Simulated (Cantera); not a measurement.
Adiabatic ignition

An adiabatic, constant-pressure homogeneous reactor starts with CH4 : O2 : N2 = 1 : 1.82 : 6.84 (molar parts), equivalence ratio 1.1, at 1250 K and 760 Torr.

Model: GRI-Mech 3.0 (53 species, 325 reactions), integrated in Cantera.

```json
[
 {"t (s)": "2.00e-6", "T (K)": "1250", "x CH4": "0.104", "x O2": "0.188", "x HCN": "<1e-12", "x CH2O": "6.70e-12", "x CH3": "4.71e-9", "x CO": "<1e-12"},
 {"t (s)": "1.07e-5", "T (K)": "1250", "x CH4": "0.104", "x O2": "0.188", "x HCN": "<1e-12", "x CH2O": "2.03e-10", "x CH3": "2.58e-8", "x CO": "<1e-12"},
 {"t (s)": "5.69e-5", "T (K)": "1250", "x CH4": "0.104", "x O2": "0.188", "x HCN": "<1e-12", "x CH2O": "6.15e-9", "x CH3": "1.45e-7", "x CO": "2.31e-12"},
 {"t (s)": "0.000304", "T (K)": "1250", "x CH4": "0.104", "x O2": "0.188", "x HCN": "<1e-12", "x CH2O": "2.34e-7", "x CH3": "1.07e-6", "x CO": "4.74e-10"},
 {"t (s)": "0.00162", "T (K)": "1250", "x CH4": "0.103", "x O2": "0.188", "x HCN": "<1e-12", "x CH2O": "1.47e-5", "x CH3": "1.12e-5", "x CO": "2.63e-7"},
 {"t (s)": "0.00864", "T (K)": "1253", "x CH4": "0.103", "x O2": "0.188", "x HCN": "<1e-12", "x CH2O": "0.000264", "x CH3": "2.46e-5", "x CO": "5.40e-5"},
 {"t (s)": "0.0461", "T (K)": "2660", "x CH4": "<1e-12", "x O2": "0.00935", "x HCN": "1.45e-9", "x CH2O": "3.90e-10", "x CH3": "<1e-12", "x CO": "0.0453"},
 {"t (s)": "0.246", "T (K)": "2660", "x CH4": "<1e-12", "x O2": "0.00935", "x HCN": "1.45e-9", "x CH2O": "3.90e-10", "x CH3": "<1e-12", "x CO": "0.0453"},
 {"t (s)": "1.31", "T (K)": "2660", "x CH4": "<1e-12", "x O2": "0.00935", "x HCN": "1.45e-9", "x CH2O": "3.90e-10", "x CH3": "<1e-12", "x CO": "0.0453"},
 {"t (s)": "7.00", "T (K)": "2660", "x CH4": "<1e-12", "x O2": "0.00935", "x HCN": "1.45e-9", "x CH2O": "3.90e-10", "x CH3": "<1e-12", "x CO": "0.0453"}
]
```
x: mole fraction; the columns are a selection and need not sum to one.

```
Item                                                                 Value
---------------------------------  ---------------------------------------
time of steepest temperature rise                                  23.8 ms
temperature at 7.00 s                                               2660 K
equilibrium temperature                                             2660 K
x(CH4) at 7.00 s                     <1e-12 (gas-phase equilibrium <1e-12)
x(O2) at 7.00 s                    0.00935 (gas-phase equilibrium 0.00935)
x(HCN) at 7.00 s                   1.45e-9 (gas-phase equilibrium 1.45e-9)
```
